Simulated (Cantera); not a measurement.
Feed: 1 mol Cu, 3.4 mol NH3, 95 mol H2, at 1298.15 K and 900 Torr.

These are equilibrium values from Cantera (NASA tables, ideal gas, pure condensed phases), not measurements of a reactor. Candidate condensed phases: Cu; 11 gas species. The numbers say what is thermodynamically allowed, not how fast it happens.

Base state: H2 0.983, N2 0.0167, NH3 1.89e-5 (mole fractions); condensed: Cu(s).

Task: What changes in the equilibrium state with this change: Cu replaced by Al?

Result: 
```tsv
species	before	after
H2	0.983	0.988
N2	0.0167	0.0118
NH3	1.89e-5	1.60e-5
Cu(s), mol	1.000	0
AlN(s), mol	0	1.00
```
Further candidate phases: Al, AlN.
